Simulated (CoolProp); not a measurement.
A simple Rankine cycle with n-pentane: condensing at 290.15 K, boiler at 1.62 MPa, turbine inlet 429 K, turbine efficiency 0.75, pump efficiency 0.7, no recuperator. Each further row changes one setting.

The numbers come from the reference Helmholtz-energy equation of state, Thol 2019 in CoolProp.

```csv
case,thermal efficiency (%),net work (kJ/kg),heat in (kJ/kg),turbine exit temperature (K),volume ratio over the turbine
as stated,16.8,[?],589,355.8,[?]
turbine inlet 449 K,16.7,108,644,[?],35.0
condensing temperature 282.15 K,[?],109,608,[?],51.1
boiler pressure 1.13 MPa,15.6,[?],611,368.7,[?]
turbine efficiency 0.65,14.5,85.6,589,362.8,38.1
```

### Question
Complete the blanks.

### Answer

- as stated, net work (kJ/kg): 99.3
- as stated, volume ratio over the turbine: 37.3
- turbine inlet 449 K, turbine exit temperature (K): 379.1
- condensing temperature 282.15 K, thermal efficiency (%): 17.9
- condensing temperature 282.15 K, turbine exit temperature (K): 350.7
- boiler pressure 1.13 MPa, net work (kJ/kg): 95.1
- boiler pressure 1.13 MPa, volume ratio over the turbine: 23.3
